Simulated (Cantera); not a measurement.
What does this Cantera script print?

```python
import numpy as np
import cantera as ct

gas_names = [...]  # 77 gases of nasa_gas.yaml made of C, H, Ti
cond_names = """
    C(gr) C6H6(L) C7H8(L) C8H18(L),n-octa Ti(a) Ti(b) Ti(L) TiC(s) TiC(L)
""".split()


# ... load() reads the species with a 1 bar reference pressure and builds the phases ...
atoms = {
    'Ti': {'Ti': 1},
    'C3H8': {'C': 3, 'H': 8},
}
top_T = {'C(gr)': 4500}  # K; cautious upper limits of use, not melting points


# ... equilibrate(T, P, feed) seeds the gas with the atoms and calls Mixture.equilibrate('TP', solver="vcs", rtol=1e-11, max_steps=5000) ...
results = []
feed = {'Ti': 1, 'C3H8': 0.47}  # mol
T = 2048.15  # K
P = 7500  # Pa
mix = equilibrate(T, P, feed)
results.append((T, P, feed, dict(zip(mix.species_names, mix.species_moles))))
x = sorted(zip(gas.X, gas.species_names), reverse=True)
print(f"T = {T:g} K  P = {P:g} Pa  gas = {mix.phase_moles(0):.4g} mol")
print("   x: " + "  ".join(f"{s} {v:.3e}" for v, s in x if v > 1e-05))
print("   condensed (mol): " + ("  ".join(f"{mix.phase(i).name} {mix.phase_moles(i):.4g}"
      for i in range(1, mix.n_phases) if mix.phase_moles(i) > 1e-12) or "none"))
```

It prints:

```
T = 2048.15 K  P = 7500 Pa  gas = 1.888 mol
   x: H2 9.908e-01  H 8.147e-03  C2H2,acetylene 1.040e-03  CH4 2.759e-05
   condensed (mol): C(gr) 0.406  TiC(s) 1
```

Method: chemical equilibrium by Gibbs-energy minimisation in Cantera with the NASA 1993 tables (ideal gas, pure condensed phases). TiC: taken at fixed stoichiometry.
